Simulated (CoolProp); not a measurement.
A single-stage vapour-compression cycle with chloromethane (R40): evaporating at 257.15 K (dew point), condensing at 327.15 K (bubble point), superheat 0 K, subcooling 5 K, compressor efficiency 0.65, no pressure losses. Each further row changes one setting.

Model: reference Helmholtz-energy equation of state, Thol 2014, in CoolProp.

```json
[
 {"case": "as stated", "cooling COP": "1.88", "pressure ratio": "8.75", "discharge temperature (K)": "452.3", "refrigerating effect (kJ/kg)": "314", "volumetric capacity (kJ/m³)": "1100"},
 {"case": "evaporating temperature 262.15 K", "cooling COP": "2.10", "pressure ratio": "7.18", "discharge temperature (K)": "439.4", "refrigerating effect (kJ/kg)": "317", "volumetric capacity (kJ/m³)": "1330"},
 {"case": "condensing temperature 322.15 K", "cooling COP": "2.06", "pressure ratio": "7.75", "discharge temperature (K)": "440.6", "refrigerating effect (kJ/kg)": "323", "volumetric capacity (kJ/m³)": "1130"},
 {"case": "subcooling 10 K", "cooling COP": "1.93", "pressure ratio": "8.75", "discharge temperature (K)": "452.3", "refrigerating effect (kJ/kg)": "323", "volumetric capacity (kJ/m³)": "1130"},
 {"case": "superheat 10 K", "cooling COP": "1.85", "pressure ratio": "8.75", "discharge temperature (K)": "466.6", "refrigerating effect (kJ/kg)": "323", "volumetric capacity (kJ/m³)": "1080"},
 {"case": "compressor efficiency 0.55", "cooling COP": "1.59", "pressure ratio": "8.75", "discharge temperature (K)": "479.8", "refrigerating effect (kJ/kg)": "314", "volumetric capacity (kJ/m³)": "1100"}
]
```
